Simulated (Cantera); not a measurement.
A perfectly stirred reactor is fed with CH3OH : O2 : N2 : CO2 = 1 : 2.38 : 8.95 : 0.28 (molar parts), at 750 Torr; it is adiabatic with a 475 K inlet, and is followed from long to short residence time, starting on the burning branch (τ in s: 0.031, 0.016, 0.0079, 0.004, 0.002, 0.001, 0.00051, 0.00026, 0.00013, 6.5e-05).

Detailed kinetics in Cantera: GRI-Mech 3.0 (53 species, 325 reactions). GRI-Mech 3.0 was tuned for natural gas; its chemistry of methanol as a main component is partial and can be far from experiment.

x: mole fraction; the columns are a selection and need not sum to one.

```csv
τ (s),T (K),x CH3OH,x O2,x CO2,x O,x CH2O,x OH
0.031,1842,6.36e-6,0.0671,0.0961,0.000362,5.23e-6,0.00225
0.016,1833,9.79e-6,0.0673,0.0954,0.000529,8.18e-6,0.00268
0.0079,1820,1.55e-5,0.0677,0.0943,0.000784,1.31e-5,0.00319
0.0040,1802,2.43e-5,0.0683,0.0928,0.00112,2.08e-5,0.00370
0.0020,1777,3.92e-5,0.0692,0.0906,0.00154,3.37e-5,0.00417
0.0010,1744,6.62e-5,0.0706,0.0874,0.00200,5.65e-5,0.00450
0.00051,1702,0.000120,0.0729,0.0829,0.00234,1.00e-4,0.00452
0.00026,1639,___,0.0776,___,___,___,___
0.00013,475,0.0793,0.189,0.0222,<1e-12,<1e-12,<1e-12
6.5e-5,475,0.0793,0.189,0.0222,<1e-12,<1e-12,<1e-12
```

Question: Complete the blanks.

Answer: 
- 0.00026, x CH3OH: 0.000273
- 0.00026, x CO2: 0.0744
- 0.00026, x O: 0.00213
- 0.00026, x CH2O: 0.000217
- 0.00026, x OH: 0.00382
